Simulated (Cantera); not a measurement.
Cantera run, input and output.

```python
import numpy as np
import cantera as ct

gas = ct.Solution("gri30.yaml")
gas.TPX = 1050, 91000, {'N2O': 1, 'H2': 0.013, 'N2': 0.61}
inlet = ct.Reservoir(gas, clone=True)

reactor = ct.IdealGasConstPressureReactor(gas, energy="off", clone=False)
exhaust = ct.Reservoir(gas, clone=True)
tau = [3.3, 1.7, 0.9, 0.47, 0.24, 0.13, 0.065, 0.034, 0.018, 0.0092][0]
for a, b in ((inlet, reactor), (reactor, exhaust)):
    ct.MassFlowController(a, b, mdot=lambda t: reactor.mass / tau)
net = ct.ReactorNet([reactor])
show = ['N2O', 'H2', 'H', 'OH', 'HO2']

rows = []
print(f"{'tau/s':>10s}{'T/K':>9s}" + "".join(f"{s:>11s}" for s in show))
for tau in [3.3, 1.7, 0.9, 0.47, 0.24, 0.13, 0.065, 0.034, 0.018, 0.0092]:
    net.initial_time = 0.0
    net.advance(30 * tau)
    before = gas.X
    net.advance(40 * tau)
    drift = np.max(np.abs(gas.X - before) / (gas.X + 1e-9))
    rows.append([gas.T, *gas[show].X, drift])
    print(f"{tau:10.3e}{gas.T:9.1f}" + "".join(f"{x:11.3e}" for x in gas[show].X))
```

Output:

```
     tau/s      T/K        N2O         H2          H         OH        HO2
 3.300e+00   1050.0  5.592e-01  8.307e-05  6.108e-09  1.769e-06  3.320e-08
 1.700e+00   1050.0  5.818e-01  1.465e-04  1.306e-08  1.950e-06  5.643e-08
 9.000e-01   1050.0  5.940e-01  2.503e-04  2.627e-08  2.140e-06  9.767e-08
 4.700e-01   1050.0  6.010e-01  4.316e-04  5.178e-08  2.329e-06  1.743e-07
 2.400e-01   1050.0  6.050e-01  7.569e-04  1.003e-07  2.495e-06  3.096e-07
 1.300e-01   1050.0  6.072e-01  1.244e-03  1.757e-07  2.617e-06  4.851e-07
 6.500e-02   1050.0  6.091e-01  2.074e-03  3.112e-07  2.756e-06  6.942e-07
 3.400e-02   1050.0  6.107e-01  3.102e-03  4.934e-07  2.914e-06  8.187e-07
 1.800e-02   1050.0  6.121e-01  4.261e-03  7.118e-07  3.060e-06  8.466e-07
 9.200e-03   1050.0  6.135e-01  5.502e-03  9.299e-07  3.099e-06  8.098e-07
```

Model: GRI-Mech 3.0 (53 species, 325 reactions), integrated in Cantera. GRI-Mech 3.0 was tuned for natural gas; its chemistry of N2O as a main component is partial and can be far from experiment. The mechanism lacks the step 2 NO + O2 → 2 NO2, which can matter for NO2 below about 1400 K. The temperature is held fixed by assumption; the heat of reaction is taken as removed at once.
